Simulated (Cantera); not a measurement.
# Equilibrium for calcination and drying: MgSO4 + C + H2O

Input: 1 mol MgSO4, 0.019 mol C, 1.3 mol H2O, equilibrated at 85.0 Pa.

These are equilibrium values from Cantera (NASA tables, ideal gas, pure condensed phases), not measurements of a reactor. Candidate condensed phases: C, C6H6, C7H8, C8H18, H2O, H2SO4, Mg, MgCO3, MgO, Mg(OH)2, MgS, MgSO4, S; 130 gas species. Equilibrium is a limit: real reactors are often held back by kinetics, nucleation or transport.

```json
[
 {"T (°C)": "1400", "log p H2O": "-3.41", "log p SO2": "-3.52", "log p O2": "-3.84", "log p Mg": "-10.16", "log p O": "-6.40", "log p OH": "-5.51", "log p H": "-7.10", "log p H2": "-6.31", "log p SO": "-6.97", "n MgO(s)": "1.000"},
 {"T (°C)": "1475", "log p H2O": "-3.41", "log p SO2": "-3.52", "log p O2": "-3.84", "log p Mg": "-9.18", "log p O": "-6.05", "log p OH": "-5.30", "log p H": "-6.63", "log p H2": "-5.97", "log p SO": "-6.56", "n MgO(s)": "1.000"},
 {"T (°C)": "1550", "log p H2O": "-3.41", "log p SO2": "-3.52", "log p O2": "-3.84", "log p Mg": "-8.28", "log p O": "-5.74", "log p OH": "-5.10", "log p H": "-6.20", "log p H2": "-5.67", "log p SO": "-6.19", "n MgO(s)": "1.000"},
 {"T (°C)": "1625", "log p H2O": "-3.42", "log p SO2": "-3.52", "log p O2": "-3.84", "log p Mg": "-7.46", "log p O": "-5.46", "log p OH": "-4.92", "log p H": "-5.80", "log p H2": "-5.39", "log p SO": "-5.85", "n MgO(s)": "1.000"},
 {"T (°C)": "1700", "log p H2O": "-3.43", "log p SO2": "-3.53", "log p O2": "-3.85", "log p Mg": "-6.69", "log p O": "-5.19", "log p OH": "-4.76", "log p H": "-5.44", "log p H2": "-5.14", "log p SO": "-5.54", "n MgO(s)": "0.999"},
 {"T (°C)": "1775", "log p H2O": "-3.45", "log p SO2": "-3.54", "log p O2": "-3.85", "log p Mg": "-5.99", "log p O": "-4.94", "log p OH": "-4.61", "log p H": "-5.11", "log p H2": "-4.91", "log p SO": "-5.26", "n MgO(s)": "0.996"},
 {"T (°C)": "1850", "log p H2O": "-3.49", "log p SO2": "-3.56", "log p O2": "-3.85", "log p Mg": "-5.33", "log p O": "-4.71", "log p OH": "-4.48", "log p H": "-4.80", "log p H2": "-4.72", "log p SO": "-5.01", "n MgO(s)": "0.982"},
 {"T (°C)": "1925", "log p H2O": "-3.54", "log p SO2": "-3.60", "log p O2": "-3.85", "log p Mg": "-4.73", "log p O": "-4.50", "log p OH": "-4.37", "log p H": "-4.54", "log p H2": "-4.57", "log p SO": "-4.79", "n MgO(s)": "0.925"},
 {"T (°C)": "2000", "log p H2O": "-3.66", "log p SO2": "-3.69", "log p O2": "-3.83", "log p Mg": "-4.17", "log p O": "-4.29", "log p OH": "-4.30", "log p H": "-4.32", "log p H2": "-4.50", "log p SO": "-4.65", "n MgO(s)": "0.689"}
]
```
log p: log10 of the partial pressure in bar; n: condensed amount in mol.

From 1400 °C to 2000 °C the condensed part is MgO(s). The main Mg-bearing gas is Mg(OH)2 at 1400 °C and Mg at 2000 °C.
